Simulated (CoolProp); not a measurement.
A simple Rankine cycle with R1336mzz(E): condensing at 312.15 K, boiler at 2.16 MPa, turbine inlet 405.8 K, turbine efficiency 0.9, pump efficiency 0.7, no recuperator. Each further row changes one setting.

Model: reference Helmholtz-energy equation of state, Akasaka 2023, in CoolProp.

| case | thermal efficiency (%) | net work (kJ/kg) | heat in (kJ/kg) | turbine exit temperature (K) | volume ratio over the turbine |
|---|---|---|---|---|---|
| as stated | 12.9 | 24.9 | 193 | 348.1 | 8.58 |
| condensing temperature 304.15 K | 14.1 | 28.7 | 203 | 342.6 | 11.1 |
| boiler pressure 1.51 MPa | 11.1 | 22.8 | 205 | 363.7 | 5.29 |
| turbine efficiency 0.8 | 11.3 | 21.9 | 193 | 351.4 | 8.69 |
